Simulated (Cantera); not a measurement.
Input (Python, Cantera):

```python
import numpy as np
import cantera as ct

gas = ct.Solution("gri30.yaml")
gas.TPX = 1350, 100000, {'CO': 0.0017, 'O2': 0.0052, 'H2O': 0.011, 'N2': 1}
inlet = ct.Reservoir(gas, clone=True)

reactor = ct.IdealGasConstPressureReactor(gas, energy="off", clone=False)
exhaust = ct.Reservoir(gas, clone=True)
tau = [1, 0.53, 0.27, 0.14, 0.07, 0.036, 0.018, 0.0093, 0.0047, 0.0024, 0.0012][0]
for a, b in ((inlet, reactor), (reactor, exhaust)):
    ct.MassFlowController(a, b, mdot=lambda t: reactor.mass / tau)
net = ct.ReactorNet([reactor])
show = ['CO', 'O2', 'H2O', 'H2O2', 'H', 'OH', 'CO2']

rows = []
print(f"{'tau/s':>10s}{'T/K':>9s}" + "".join(f"{s:>11s}" for s in show))
for tau in [1, 0.53, 0.27, 0.14, 0.07, 0.036, 0.018, 0.0093, 0.0047, 0.0024, 0.0012]:
    net.initial_time = 0.0
    net.advance(30 * tau)
    before = gas.X
    net.advance(40 * tau)
    drift = np.max(np.abs(gas.X - before) / (gas.X + 1e-9))
    rows.append([gas.T, *gas[show].X, drift])
    print(f"{tau:10.3e}{gas.T:9.1f}" + "".join(f"{x:11.3e}" for x in gas[show].X))
```

It prints:

```
     tau/s      T/K         CO         O2        H2O       H2O2          H         OH        CO2
 1.000e+00   1350.0  2.471e-05  4.284e-03  1.080e-02  5.444e-09  6.261e-07  2.441e-05  1.647e-03
 5.300e-01   1350.0  3.790e-05  4.289e-03  1.079e-02  7.781e-09  1.141e-06  2.972e-05  1.634e-03
 2.700e-01   1350.0  5.952e-05  4.299e-03  1.079e-02  1.125e-08  2.147e-06  3.657e-05  1.612e-03
 1.400e-01   1350.0  9.192e-05  4.314e-03  1.077e-02  1.588e-08  3.934e-06  4.462e-05  1.579e-03
 7.000e-02   1350.0  1.444e-04  4.339e-03  1.076e-02  2.237e-08  7.315e-06  5.472e-05  1.527e-03
 3.600e-02   1350.0  2.205e-04  4.377e-03  1.074e-02  3.021e-08  1.286e-05  6.589e-05  1.451e-03
 1.800e-02   1350.0  3.377e-04  4.435e-03  1.071e-02  3.967e-08  2.201e-05  7.859e-05  1.333e-03
 9.300e-03   1350.0  4.966e-04  4.515e-03  1.069e-02  4.876e-08  3.398e-05  9.040e-05  1.174e-03
 4.700e-03   1350.0  7.177e-04  4.626e-03  1.066e-02  5.575e-08  4.679e-05  9.953e-05  9.530e-04
 2.400e-03   1350.0  9.875e-04  4.760e-03  1.065e-02  5.623e-08  5.208e-05  1.006e-04  6.830e-04
 1.200e-03   1350.0  1.287e-03  4.906e-03  1.068e-02  4.450e-08  4.024e-05  8.619e-05  3.837e-04
```

Cantera simulation using GRI-Mech 3.0 (53 species, 325 reactions); the numbers are that mechanism's predictions, not measurements.
